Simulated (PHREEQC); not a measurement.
**Ultrapure water in contact with air or piping**

Synthetic water in mmol/kgw, 25 °C, pH 5.64, pe 0.1: Na 0.000287; K 0.000244; Ca 0.000607; Mg 3.01e-05; Cl 0.000318; S(6) 0.000358; Alkalinity (meq/kgw) 0.000792; Sr 2.78e-06; N(-3) 6.49e-07; Ba 2.61e-06.

Valence states are taken as typed.

Equilibrium calculation in PHREEQC: ion-association model, wateq4f.dat.

No solid was allowed to form.

Question: Predict the ionic strength.

Answer: ionic strength 5.12e-6 mol/kgw.

Question: In which forms is C present?

Answer: CO2 84 %, HCO3- 16 % of the C.
